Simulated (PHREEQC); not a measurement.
A made-up water analysis in mmol/kgw, 18 °C, pH 7.03, pe 9.2:

```
constituent           mmol/kgw
--------------------  --------
Na                         589
K                         6.73
Ca                        26.1
Mg                          11
Cl                         495
S(6)                      71.5
Alkalinity (meq/kgw)      1.06
Br                        9.26
N(5)                     0.247
```

Cl is adjusted to close the charge balance.
Valence states are taken as typed.

The numbers come from PHREEQC with the ion-association model, wateq4f.dat.

This is a speciation only: nothing precipitates in the calculation.

**Question.** What ionic strength does the model give?

**Answer.** ionic strength 0.699 mol/kgw.

**Question.** In which forms is K present?

**Answer.** K+ 96 %, KSO4- 4.1 % of the K.

Saturation is exceeded, for instance for Gypsum; the values hold only as long as no solid forms.
